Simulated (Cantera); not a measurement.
Charge: 1 mol Al(CH3)3, 0.64 mol N2, 3.2 mol H2, 47 mol N2O, equilibrated at 1902 °C and 11.0 Pa.

These are equilibrium values from Cantera (NASA tables, ideal gas, pure condensed phases), not measurements of a reactor. The feed counts by its element totals alone. Kinetics and transport are ignored.

```tsv
species	before	after
N2	0.572	0.556
O2	0.163	0.148
O	0.0888	0.0846
H2O	0.0452	0.0627
H2	0.0104	0.0151
H	0.0474	0.0572
OH	0.0277	0.0319
CO2	0.0165	0.0157
CO	0.0197	0.0196
AlO2H	5.82e-5	6.85e-5
NO	0.00896	0.00842
AlO	2.97e-5	3.04e-5
Al2O3(s), mol	0.496	0.496
```
Gas species are given as mole fractions.

Q: Name the change that produced these shifts.
A. pressure from 11.0 Pa to 31000 Pa
B. temperature from 1902 °C to 1102 °C
C. H2 from 3.2 to 49 mol
D. H2 from 3.2 to 5.9 mol

A: D, H2 from 3.2 to 5.9 mol
